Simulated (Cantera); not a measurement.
# Premixed flame

A freely propagating, adiabatic, planar premixed flame of H2 : O2 : N2 = 1 : 0.17 : 0.587 (molar parts), equivalence ratio 2.9, unburnt at 600 K and 0.300 bar; mixture-averaged transport, grid criteria slope 0.08 and curve 0.16, no radiation.

Detailed kinetics in Cantera: the H2/O2 subset of GRI-Mech 3.0, which has no nitrogen chemistry. Burning velocities carry a grid error of a few per cent, more on coarse grids.

```
z (mm)  T (K)  u (m/s)   x H2      x O2       x O    x H2O    x HO2       x H
------  -----  -------  -----  --------  --------  -------  -------  --------
-6.94     600     7.32  0.569    0.0968     <1e-8    <1e-8    <1e-8     <1e-8
-4.63     600     7.32  0.569    0.0968     <1e-8    <1e-8    <1e-8     <1e-8
-3.47     600     7.32  0.569    0.0968     <1e-8    <1e-8    <1e-8     <1e-8
-2.31     600     7.33  0.569    0.0968     <1e-8  1.90e-7  1.53e-6   6.70e-7
-1.16     622     7.56  0.566    0.0964   1.43e-5  0.00130  7.69e-5  0.000707
-0.579    782     9.35  0.539    0.0914  0.000231   0.0161  4.63e-5    0.0117
0        1123     13.1  0.431    0.0524   0.00219   0.0993  1.84e-5    0.0658
0.579    1341     15.6  0.352   0.00704   0.00107    0.187  2.42e-6     0.101
1.16     1423     16.5  0.346  0.000686  0.000396    0.201  2.21e-7    0.0990
2.31     1514     17.5  0.354   9.59e-5  0.000319    0.203  3.03e-8    0.0873
4.63     1616     18.5  0.364   6.99e-5  0.000275    0.205  2.16e-8    0.0726
9.26     1724     19.6  0.376   5.02e-5  0.000204    0.206  1.57e-8    0.0566
18.5     1824     20.5  0.386   3.06e-5  0.000128    0.208  1.04e-8    0.0415
```
x: mole fraction of selected species; z is measured from the peak of heat release.

```
Quantity                    Result
------------------------  --------
laminar burning velocity  732 cm/s
thermal thickness          2.31 mm
peak x(O)                  0.00235
peak x(HO2)                7.74e-5
peak x(H)                    0.102
grid points                    141
```
